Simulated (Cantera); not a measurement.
**Nitride etching: Si3N4 + H2O + H2**

Input: 1 mol Si3N4, 0.18 mol H2O, 2.3 mol H2, equilibrated at 0.00230 bar.

Equilibrium computed with Cantera from the NASA thermochemical tables; the gas is ideal and each condensed phase is pure. Candidate condensed phases: H2O, Si, SiO2, Si2N2O, Si3N4; 35 gas species. Mutual solubility and eutectic melting of coexisting phases are not modelled. The tables' values for SiN are old estimates; treat these amounts as uncertain. Gases not in the tables: Si2H6 and higher silanes. Equilibrium is a limit: real reactors are often held back by kinetics, nucleation or transport.

```
T (°C)   x H2    x N2      x Si       x H     x SiO     x SiH     x Si2  n Si2N2O(s)  n Si3N4(s)  n Si(s)  n Si(l)
------  -----  ------  --------  --------  --------  --------  --------  -----------  ----------  -------  -------
950     0.976  0.0236  1.45e-11   6.19e-6   9.54e-9  8.93e-12    <1e-12        0.180       0.880        0        0
1050    0.976  0.0236   2.51e-9   3.27e-5   7.20e-7  8.73e-10    <1e-12        0.180       0.880        0        0
1150    0.976  0.0236   2.09e-7  0.000137   2.93e-5   4.43e-8  4.70e-11        0.180       0.880        0        0
1250    0.967  0.0322   7.84e-6  0.000474  0.000653   1.08e-6   1.18e-8        0.178       0.870   0.0329        0
1350    0.800   0.192   6.80e-5   0.00129   0.00593   5.86e-6   1.95e-7        0.162       0.622    0.793        0
1450    0.530   0.428  0.000428   0.00277    0.0386   2.15e-5   2.03e-6            0           0        0     2.82
1550    0.526   0.427   0.00192   0.00655    0.0384   7.14e-5   1.24e-5            0           0        0     2.81
1650    0.517   0.423   0.00738    0.0141    0.0381  0.000208   6.30e-5            0           0        0     2.78
1750    0.497   0.412    0.0247    0.0279    0.0371  0.000538  0.000271            0           0        0     2.69
1850    0.452   0.385    0.0739    0.0503    0.0347   0.00123   0.00101            0           0        0     2.41
```
x: gas mole fraction; n: condensed amount in mol.

From 950 °C to 1150 °C the condensed part is Si2N2O(s) + Si3N4(s). From 1250 °C to 1350 °C the condensed part is Si(s) + Si2N2O(s) + Si3N4(s). From 1450 °C to 1850 °C the condensed part is Si(l).
